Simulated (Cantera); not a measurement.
Input: 1 mol TiC, 0.35 mol C, 2.8 mol H2, held at 1825 K and 0.580 bar.

These are equilibrium values from Cantera (NASA tables, ideal gas, pure condensed phases), not measurements of a reactor. Candidate condensed phases: C, C6H6, C7H8, C8H18, Ti, TiC; 77 gas species. TiC: taken at fixed stoichiometry. Kinetics and transport are ignored.

Base state: H2 0.999, H 0.000578, CH4 0.000410, C2H2 (acetylene) 0.000215 (mole fractions); condensed: C(graphite) + TiC(s).

Task: What changes in the equilibrium state with this change: pressure from 0.580 bar to 0.160 bar?

Result: 
```json
[
 {"species": "H2", "before": "0.999", "after": "0.999"},
 {"species": "H", "before": "0.000578", "after": "0.00110"},
 {"species": "C2H2 (acetylene)", "before": "0.000215", "after": "0.000214"},
 {"species": "CH4", "before": "0.000410", "after": "0.000113"},
 {"species": "C(graphite), mol", "before": "0.348", "after": "0.348"},
 {"species": "TiC(s), mol", "before": "1.00", "after": "1.00"}
]
```

Task: What changes in the equilibrium state with this change: pressure from 0.580 bar to 1.20 Pa?

Result: 
```json
[
 {"species": "H2", "before": "0.999", "after": "0.881"},
 {"species": "H", "before": "0.000578", "after": "0.119"},
 {"species": "C2H2 (acetylene)", "before": "0.000215", "after": "0.000189"},
 {"species": "CH4", "before": "0.000410", "after": "6.60e-9"},
 {"species": "C(graphite), mol", "before": "0.348", "after": "0.349"},
 {"species": "TiC(s), mol", "before": "1.00", "after": "1.000"}
]
```

Task: What changes in the equilibrium state with this change: temperature from 1825 K to 1500 K?

Result: 
```json
[
 {"species": "H2", "before": "0.999", "after": "0.998"},
 {"species": "CH4", "before": "0.000410", "after": "0.00149"},
 {"species": "H", "before": "0.000578", "after": "2.31e-5"},
 {"species": "C2H2 (acetylene)", "before": "0.000215", "after": "9.01e-6"},
 {"species": "C(graphite), mol", "before": "0.348", "after": "0.346"},
 {"species": "TiC(s), mol", "before": "1.00", "after": "1.00"}
]
```
